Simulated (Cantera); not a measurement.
A Cantera script and its output.

```python
import numpy as np
import cantera as ct

gas = ct.Solution("h2o2.yaml")
gas.TPX = 475, 160000, {'H2': 1, 'O2': 0.769, 'N2': 2.89}
flame = ct.FreeFlame(gas, width=0.029)
flame.set_refine_criteria(ratio=3, slope=0.08, curve=0.16)
flame.transport_model = "unity-Lewis-number"
flame.solve(loglevel=0, auto=True)
z, T = flame.grid, flame.T
thick = (T[-1] - T[0]) / np.gradient(T, z).max()
show = ['H2', 'O2', 'O', 'HO2', 'H', 'OH']
print(f"laminar burning velocity  {flame.velocity[0] * 100:.3f} cm/s")
print(f"burnt temperature         {T[-1]:.1f} K")
print(f"thermal thickness         {thick * 1e3:.4f} mm")
print(f"grid points               {len(z)}")
z0 = z[flame.heat_release_rate.argmax()]
print(f"{'z/mm':>9s}{'T/K':>9s}{'u/(m/s)':>9s}" + "".join(f"{s:>11s}" for s in show))
rows = []
for k in (-3, -2, -1.5, -1, -0.5, -0.25, 0, 0.25, 0.5, 1, 2, 4, 8):
    zz = z0 + k * thick
    rows.append([k * thick, np.interp(zz, z, T), np.interp(zz, z, flame.velocity),
                 *(np.interp(zz, z, flame.X[gas.species_index(s)]) for s in show)])
    print(f"{rows[-1][0] * 1e3:9.3f}{rows[-1][1]:9.1f}{rows[-1][2]:9.3f}" + "".join(f"{x:11.3e}" for x in rows[-1][3:]))
```

It prints:

```
laminar burning velocity  239.139 cm/s
burnt temperature         2071.3 K
thermal thickness         0.1665 mm
grid points               110
     z/mm      T/K  u/(m/s)         H2         O2          O        HO2          H         OH
   -0.499    475.0    2.391  2.146e-01  1.651e-01  1.794e-10  2.296e-08  8.093e-13  2.500e-12
   -0.333    475.2    2.392  2.146e-01  1.650e-01  6.137e-09  4.604e-07  2.877e-11  9.132e-11
   -0.250    476.1    2.397  2.145e-01  1.650e-01  4.841e-08  2.603e-06  2.791e-10  9.926e-10
   -0.166    483.9    2.435  2.136e-01  1.646e-01  5.868e-07  2.120e-05  9.173e-09  3.792e-08
   -0.083    608.1    3.036  1.996e-01  1.578e-01  3.679e-05  2.865e-04  4.416e-05  4.485e-05
   -0.042    908.8    4.451  1.596e-01  1.391e-01  6.178e-04  2.878e-04  2.896e-03  7.373e-04
    0.000   1288.6    6.153  8.457e-02  1.041e-01  4.723e-03  1.404e-04  1.763e-02  3.871e-03
    0.042   1536.1    7.204  3.320e-02  7.721e-02  1.006e-02  8.173e-05  2.391e-02  8.988e-03
    0.083   1669.8    7.751  1.885e-02  6.840e-02  1.088e-02  5.879e-05  1.878e-02  1.144e-02
    0.166   1806.2    8.294  1.252e-02  6.493e-02  8.299e-03  3.982e-05  1.044e-02  1.225e-02
    0.333   1919.6    8.736  7.787e-03  6.361e-02  4.955e-03  2.391e-05  4.471e-03  1.112e-02
    0.666   1998.1    9.038  3.954e-03  6.321e-02  2.436e-03  1.228e-05  1.472e-03  8.666e-03
    1.332   2042.3    9.208  1.688e-03  6.341e-02  1.029e-03  5.903e-06  3.926e-04  5.968e-03
```

Cantera simulation using the H2/O2 subset of GRI-Mech 3.0, which has no nitrogen chemistry; the numbers are that mechanism's predictions, not measurements. Unity Lewis numbers drop preferential diffusion, which matters most where H2 and H carry the flame. Burning velocities carry a grid error of a few per cent, more on coarse grids. Lean hydrogen flames are cellular in practice and burn faster than this planar one.
